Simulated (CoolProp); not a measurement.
Vapour pressure (MPa) of methanol: the reference equation beside estimates from Tc = 513.4 K, pc = 8.216 MPa, ω = 0.565. Clausius-Clapeyron is anchored at 332 K with a constant enthalpy of vaporisation of 35.62 kJ/mol.

Values from CoolProp's reference Helmholtz-energy equation of state, de Reuck 1993.

```
T (K)  reference  Lee-Kesler  Clausius-Clapeyron  van der Waals  Redlich-Kwong  Soave-Redlich-Kwong  Peng-Robinson
-----  ---------  ----------  ------------------  -------------  -------------  -------------------  -------------
293.9    0.01357     0.01109             0.01517         0.5413         0.1010              0.01110        0.01211
313      0.03527     0.03140             0.03693         0.7823         0.1986              0.03140        0.03333
332      0.08084     0.07636             0.08084          1.086         0.3545              0.07631        0.07931
351       0.1677      0.1647              0.1626          1.459         0.5870               0.1647         0.1684
370       0.3200      0.3220              0.3043          1.908         0.9145               0.3224         0.3257
389       0.5696      0.5800              0.5357          2.438          1.355               0.5826         0.5833
408       0.9559      0.9766              0.8947          3.055          1.927               0.9852         0.9803
427        1.526       1.555               1.428          3.762          2.648                1.576          1.563
446        2.337       2.367               2.189          4.563          3.533                2.409          2.384
```

Absolute difference from the reference over all 9 rows, mean and median: Lee-Kesler 4.9 and 1.9 %, Clausius-Clapeyron 5.5 and 6.0 %, van der Waals 1034.0 and 496.2 %, Redlich-Kwong 249.5 and 185.8 %, Soave-Redlich-Kwong 5.4 and 3.1 %, Peng-Robinson 3.3 and 2.4 %.
